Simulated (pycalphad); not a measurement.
Effect of Si content in Al-Mg-Si

Computed with pycalphad from the COST 507 light-alloy database (1999), at 1 atm. These are 1990s assessments: newer ones move some temperatures and phases. Phase fractions are per mole of atoms. Kinetics are ignored, which matters at the lower temperatures.

```
alloy                    liquidus (°C)  first solid  solidus (°C)                         phases at 152 °C
-----------------------  -------------  -----------  ------------  ---------------------------------------
Al-0.57Mg-1.6Si (at.%)             648          fcc           561  fcc 0.98, diamond (Si) 0.01, MG2SI 0.01
Al-0.57Mg-2.14Si (at.%)            645          fcc           561  fcc 0.97, diamond (Si) 0.02, MG2SI 0.01
Al-0.57Mg-4.28Si (at.%)            631          fcc           561  fcc 0.95, diamond (Si) 0.04, MG2SI 0.01
Al-0.57Mg-6.42Si (at.%)              ?          fcc           561                                        ?
Al-0.57Mg-8.56Si (at.%)            602          fcc           560  fcc 0.91, diamond (Si) 0.08, MG2SI 0.01
```

**Question.** Fill in the missing entries.

**Answer.** 
- Al-0.57Mg-6.42Si (at.%), liquidus (°C): 617
- Al-0.57Mg-6.42Si (at.%), phases at 152 °C: fcc 0.93, diamond (Si) 0.06, MG2SI 0.01

Database names, with the compositions (at.%) that they take in these runs: MG2SI: Mg 67 Si 33.
